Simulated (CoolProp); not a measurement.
Values from CoolProp's reference Helmholtz-energy equation of state, Zhou 2012.

**Question.** For ethylbenzene, give the phase and the cp (kJ/(kg K)), cv (kJ/(kg K)), fugacity coefficient at 312.3 K and 1260 kPa.

**Answer.** 
- 312.3 K and 1260 kPa: liquid; cp 1.79, cv 1.38, fugacity coefficient 0.00231
